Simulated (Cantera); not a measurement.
Feed: 1 mol SiH4, 0.15 mol HCl, 230 mol N2, at 727 °C and 1 atm.

Equilibrium computed with Cantera from the NASA thermochemical tables; the gas is ideal and each condensed phase is pure. Candidate condensed phases: NH4Cl, Si, Si3N4; 28 gas species. N2 is the only nitrogen source here; it is nearly inert below about 1500 K, so the nitride shown seldom forms there in practice. Kinetics and transport are ignored.

**Question.** What is the equilibrium state?

**Answer.** 
* **x(N2)**: 0.991
* **x(H2)**: 0.00864
* **x(HCl)**: 0.000648
* **n(Si3N4(s))**: 0.333 mol
* **gas amount**: 231.5 mol
* **log10 activity of Si(s) (absent)**: -7.19
